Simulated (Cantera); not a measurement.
An adiabatic, constant-pressure homogeneous reactor starts with H₂ : O₂ : N₂ = 1 : 1.28 : 4.82 (molar parts), equivalence ratio 0.39, at 1748 K and 2500000 Pa. Integrator tolerance rtol = 1e-08.

Model: the H2/O2 subset of GRI-Mech 3.0, which has no nitrogen chemistry, integrated in Cantera. The hydrogen kinetics of GRI-Mech 3.0 are dated; newer H2 mechanisms differ, most at raised pressure. The pressure lies above the range GRI-Mech 3.0 was tuned for (to about 10 atm).

Task: What does this change do: pressure from 2500000 Pa to 100000 Pa?

Result: 
```
quantity                                                              before                                    after
---------------------------------  -----------------------------------------  ---------------------------------------
time of steepest temperature rise                                   0.343 µs                                  7.99 µs
temperature at 0.200 s                                                2655 K                                   2566 K
equilibrium temperature                                               2655 K                                   2566 K
x(H₂) at 0.200 s                     0.00104 (gas-phase equilibrium 0.00104)  0.00335 (gas-phase equilibrium 0.00335)
x(O₂) at 0.200 s                         0.115 (gas-phase equilibrium 0.115)      0.111 (gas-phase equilibrium 0.111)
x(O) at 0.200 s                      0.00203 (gas-phase equilibrium 0.00203)  0.00667 (gas-phase equilibrium 0.00667)
x(H₂O₂) at 0.200 s                   2.36e-6 (gas-phase equilibrium 2.36e-6)  3.69e-7 (gas-phase equilibrium 3.69e-7)
x(H) at 0.200 s                    0.000310 (gas-phase equilibrium 0.000310)  0.00194 (gas-phase equilibrium 0.00194)
```
